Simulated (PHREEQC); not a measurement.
Dissolve 0.0072 mol NaHCO3, 0.0006 mol KOH and 9.9e-05 mol NaCl per kg of water at 25 °C. Closed to the air; pH follows from the charge balance.

Model: ion-association model, wateq4f.dat, run in PHREEQC.

```
quantity                       before     after
---------------------------  --------  --------
pH                               9.13      9.97
ionic strength (mol/kgw)      0.00837   0.00262
HCO3- (mol/kgw)               0.00657  0.000939
CO3-2 (mol/kgw)              0.000545  0.000489
NaCO3- (mol/kgw)              5.05e-5   1.11e-5
NaHCO3 (mol/kgw)              2.21e-5   7.21e-7
SI of Nahcolite (NaHCO3)        -3.86     -5.34
SI of Natron (Na2CO3:10H2O)     -6.48     -7.78
```

### Question
Which change was made?
A) NaCl replaced by Na2SO4 at the same molality
B) KOH from 0.0006 to 0.0003 mol/kgw
C) NaHCO3 from 0.0072 to 0.0144 mol/kgw
D) NaHCO3 from 0.0072 to 0.00144 mol/kgw

### Answer
D, NaHCO3 from 0.0072 to 0.00144 mol/kgw

Precipitation was switched off in this run.
